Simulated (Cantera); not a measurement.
A closed system holds: 1 mol Si, 1.6 mol Br₂, 8.8 mol HBr, at 5.00 mbar.

Equilibrium computed with Cantera from the NASA thermochemical tables; the gas is ideal and each condensed phase is pure. Candidate condensed phases: Br₂, Si; 19 gas species. The tables' values for SiBr₃, SiBr are old estimates; treat these amounts as uncertain. Kinetics and transport are ignored.

x: gas mole fraction; nothing condenses.

| T (K) | x HBr | x Br | x SiBr₄ | x SiBr₂ | x H₂ | x SiBr₃ | x Br₂ |
|---|---|---|---|---|---|---|---|
| 725 | 0.851 | 2.25e-7 | 0.106 | 9.68e-12 | 0.0426 | 1.50e-8 | 5.71e-8 |
| 875 | 0.851 | 1.65e-5 | 0.106 | 2.94e-8 | 0.0426 | 2.06e-6 | 1.20e-6 |
| 1025 | 0.851 | 0.000350 | 0.106 | 8.16e-6 | 0.0427 | 6.52e-5 | 1.05e-5 |
| 1175 | 0.847 | ? | 0.105 | ? | 0.0432 | 0.000836 | ? |
| 1325 | 0.836 | 0.0207 | 0.0888 | 0.0101 | 0.0394 | 0.00491 | 0.000196 |
| 1475 | 0.782 | ? | ? | ? | ? | 0.00945 | 0.000597 |
| 1625 | 0.668 | 0.193 | 0.00362 | 0.0790 | 0.0504 | 0.00474 | 0.000608 |

Problem. What belongs in the gaps?

Solution. 
- 1175, x Br: 0.00340
- 1175, x SiBr₂: 0.000522
- 1175, x Br₂: 5.21e-5
- 1475, x Br: 0.0903
- 1475, x SiBr₄: 0.0381
- 1475, x SiBr₂: 0.0483
- 1475, x H₂: 0.0309
